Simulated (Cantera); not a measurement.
Input: 1 mol AlN, 1.3 mol HCl, 45 mol H2, a varied amount of H2O, equilibrated at 1225 K and 9.00 mbar.

Cantera equilibrium calculation (NASA polynomials, part measured and part estimated; ideal gas, pure solids and liquids). Candidate condensed phases: Al, AlCl3, AlN, Al2O3, H2O, NH4Cl; 45 gas species. Mutual solubility and eutectic melting of coexisting phases are not modelled. The tables' values for AlCl2 are old estimates; treat these amounts as uncertain. Kinetics and transport are ignored.

x: gas mole fraction; n: condensed amount in mol.

| n(H2O) (mol) | x H2 | x HCl | x H2O | x N2 | x AlCl3 | x AlCl2 | n AlN(s) | n Al2O3(s) |
|---|---|---|---|---|---|---|---|---|
| 0.15 | 0.975 | 0.0202 | 1.23e-7 | 0.00240 | 0.00252 | 7.15e-5 | 0.777 | 0.0500 |
| 0.44 | 0.972 | 0.0211 | 1.48e-7 | 0.00426 | 0.00216 | 5.87e-5 | 0.600 | 0.147 |
| 0.72 | 0.970 | 0.0216 | ? | ? | ? | 5.14e-5 | ? | ? |
| 1 | 0.968 | 0.0218 | 1.81e-7 | 0.00792 | 0.00177 | 4.64e-5 | 0.245 | 0.333 |
| 1.3 | 0.966 | 0.0220 | 1.95e-7 | 0.00988 | 0.00164 | 4.24e-5 | 0.0512 | 0.433 |
| 1.6 | 0.961 | 0.0269 | 0.00207 | 0.0103 | 2.71e-9 | 5.75e-11 | 0 | 0.500 |
| 1.9 | 0.955 | 0.0267 | 0.00821 | 0.0103 | 3.36e-10 | 7.14e-12 | 0 | 0.500 |
| 2.2 | 0.949 | 0.0265 | 0.0143 | 0.0102 | 1.44e-10 | 3.06e-12 | 0 | 0.500 |
| 2.5 | 0.943 | 0.0264 | ? | 0.0101 | ? | 1.78e-12 | 0 | 0.500 |
| 2.7 | 0.939 | 0.0263 | 0.0242 | 0.0101 | 6.31e-11 | 1.35e-12 | 0 | 0.500 |

Question: What belongs in the gaps?

Answer: 
- 0.72, x H2O: 1.66e-7
- 0.72, x N2: 0.00609
- 0.72, x AlCl3: 0.00194
- 0.72, n AlN(s): 0.424
- 0.72, n Al2O3(s): 0.240
- 2.5, x H2O: 0.0203
- 2.5, x AlCl3: 8.35e-11
